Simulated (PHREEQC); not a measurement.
Dissolve 0.7 mmol/kgw PbCl2, 37 mmol/kgw NaNO3 and 3.1 mmol/kgw Cu(NO3)2 at 25 °C. Closed to the air; pH follows from the charge balance.

All values are PHREEQC results (ion-association model, wateq4f.dat), not measurements.

This is a speciation only: nothing precipitates in the calculation.

**Question.** Order these Pb species by the share of Pb that they hold, largest first: PbCl+, PbNO3+, Pb+2.

**Answer.** Pb+2 (76 %), PbNO3+ (22 %), PbCl+ (1.9 %)

The pH is 5.08 and the ionic strength 0.0481 mol/kgw.
